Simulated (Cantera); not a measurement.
An adiabatic, constant-volume homogeneous reactor starts with CH4 : O2 : N2 = 1 : 2.67 : 10 (molar parts), equivalence ratio 0.75, at 1350 K and 3.60 bar.

Computed with Cantera and GRI-Mech 3.0 (53 species, 325 reactions).

**Question.** Predict: time of steepest temperature rise; temperature at 2.00 s; equilibrium temperature; x(O2) at 2.00 s; x(NO) at 2.00 s; x(N2O) at 2.00 s; x(H2O) at 2.00 s.

**Answer.** 
```
Property                                                            Result
---------------------------------  ---------------------------------------
time of steepest temperature rise                                  1.81 ms
temperature at 2.00 s                                               2827 K
equilibrium temperature                                             2827 K
x(O2) at 2.00 s                      0.0446 (gas-phase equilibrium 0.0446)
x(NO) at 2.00 s                      0.0167 (gas-phase equilibrium 0.0167)
x(N2O) at 2.00 s                   2.47e-6 (gas-phase equilibrium 2.47e-6)
x(H2O) at 2.00 s                       0.129 (gas-phase equilibrium 0.129)
```
